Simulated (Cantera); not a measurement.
An adiabatic, constant-volume homogeneous reactor starts with CH3OH : O2 : N2 = 1 : 1.7 : 6.41 (molar parts), equivalence ratio 0.88, at 1025 K and 250000 Pa. Integrator tolerance rtol = 1e-08.

Model: GRI-Mech 3.0 (53 species, 325 reactions), integrated in Cantera. GRI-Mech 3.0 was tuned for natural gas; its chemistry of methanol as a main component is partial and can be far from experiment.

Q: What does this change do: initial temperature 1025 to 1625 K?

A: 
| quantity | before | after |
|---|---|---|
| time of steepest temperature rise | 0.136 s | 32.2 µs |
| temperature at 7.00 s | 2767 K | 2956 K |
| equilibrium temperature | 2767 K | 2956 K |
| x(CH3OH) at 7.00 s | <1e-12 (gas-phase equilibrium <1e-12) | <1e-12 (gas-phase equilibrium <1e-12) |
| x(O2) at 7.00 s | 0.0261 (gas-phase equilibrium 0.0261) | 0.0321 (gas-phase equilibrium 0.0321) |
| x(CH2O) at 7.00 s | 5.71e-10 (gas-phase equilibrium 5.71e-10) | 1.34e-9 (gas-phase equilibrium 1.34e-9) |
| x(C2H) at 7.00 s | <1e-12 (gas-phase equilibrium <1e-12) | <1e-12 (gas-phase equilibrium <1e-12) |
| x(C2H2) at 7.00 s | <1e-12 (gas-phase equilibrium <1e-12) | <1e-12 (gas-phase equilibrium <1e-12) |
| x(C2H6) at 7.00 s | <1e-12 (gas-phase equilibrium <1e-12) | <1e-12 (gas-phase equilibrium <1e-12) |
| x(HO2) at 7.00 s | 1.25e-5 (gas-phase equilibrium 1.25e-5) | 1.84e-5 (gas-phase equilibrium 1.84e-5) |

Q: What does this change do: pressure from 250000 Pa to 1600000 Pa?

A: 
| quantity | before | after |
|---|---|---|
| time of steepest temperature rise | 0.136 s | 34.9 ms |
| temperature at 7.00 s | 2767 K | 2874 K |
| equilibrium temperature | 2767 K | 2874 K |
| x(CH3OH) at 7.00 s | <1e-12 (gas-phase equilibrium <1e-12) | <1e-12 (gas-phase equilibrium <1e-12) |
| x(O2) at 7.00 s | 0.0261 (gas-phase equilibrium 0.0261) | 0.0222 (gas-phase equilibrium 0.0222) |
| x(CH2O) at 7.00 s | 5.71e-10 (gas-phase equilibrium 5.71e-10) | 1.79e-9 (gas-phase equilibrium 1.79e-9) |
| x(C2H) at 7.00 s | <1e-12 (gas-phase equilibrium <1e-12) | <1e-12 (gas-phase equilibrium <1e-12) |
| x(C2H2) at 7.00 s | <1e-12 (gas-phase equilibrium <1e-12) | <1e-12 (gas-phase equilibrium <1e-12) |
| x(C2H6) at 7.00 s | <1e-12 (gas-phase equilibrium <1e-12) | <1e-12 (gas-phase equilibrium <1e-12) |
| x(HO2) at 7.00 s | 1.25e-5 (gas-phase equilibrium 1.25e-5) | 2.26e-5 (gas-phase equilibrium 2.26e-5) |
The pressure lies above the range GRI-Mech 3.0 was tuned for (to about 10 atm).

Q: What does this change do: CH3OH 1 to 0.44 parts?

A: 
```
quantity                                                              before                                    after
---------------------------------  -----------------------------------------  ---------------------------------------
time of steepest temperature rise                                    0.136 s                                  0.161 s
temperature at 7.00 s                                                 2767 K                                   2144 K
equilibrium temperature                                               2767 K                                   2144 K
x(CH3OH) at 7.00 s                     <1e-12 (gas-phase equilibrium <1e-12)    <1e-12 (gas-phase equilibrium <1e-12)
x(O2) at 7.00 s                        0.0261 (gas-phase equilibrium 0.0261)      0.114 (gas-phase equilibrium 0.114)
x(CH2O) at 7.00 s                  5.71e-10 (gas-phase equilibrium 5.71e-10)    <1e-12 (gas-phase equilibrium <1e-12)
x(C2H) at 7.00 s                       <1e-12 (gas-phase equilibrium <1e-12)    <1e-12 (gas-phase equilibrium <1e-12)
x(C2H2) at 7.00 s                      <1e-12 (gas-phase equilibrium <1e-12)    <1e-12 (gas-phase equilibrium <1e-12)
x(C2H6) at 7.00 s                      <1e-12 (gas-phase equilibrium <1e-12)    <1e-12 (gas-phase equilibrium <1e-12)
x(HO2) at 7.00 s                     1.25e-5 (gas-phase equilibrium 1.25e-5)  4.67e-6 (gas-phase equilibrium 4.67e-6)
```
